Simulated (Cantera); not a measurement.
Feed: 1 mol SiHCl3, 51 mol N2, 5.9 mol H2, held at 1777 °C and 0.00133 bar.

These are equilibrium values from Cantera (NASA tables, ideal gas, pure condensed phases), not measurements of a reactor. The tables' values for SiCl, SiN are old estimates; treat these amounts as uncertain. Kinetics and transport are ignored.

```csv
species,before,after
N2,0.847,0.864
H2,0.0809,0.0842
HCl,0.0329,0.0514
H,0.0177,3.46e-8
Si,0.0101,<1e-9
SiCl4,3.76e-9,3.25e-5
SiCl,0.00100,<1e-9
Cl,0.00532,1.95e-8
SiN,7.86e-5,<1e-9
SiH,6.35e-5,<1e-9
Si2,2.05e-5,<1e-9
Si2N,1.72e-5,<1e-9
"Si3N4(s), mol",0,0.333
```
Gas species are given as mole fractions.

Q: Which change was made?
(A) temperature from 1777 °C to 752 °C
(B) temperature from 1777 °C to 1625 °C
(C) pressure from 0.00133 bar to 0.0230 bar
(D) H2 from 5.9 to 17 mol

A: A, temperature from 1777 °C to 752 °C. N2 is the only nitrogen source here; it is nearly inert below about 1500 K, so the nitride shown seldom forms there in practice
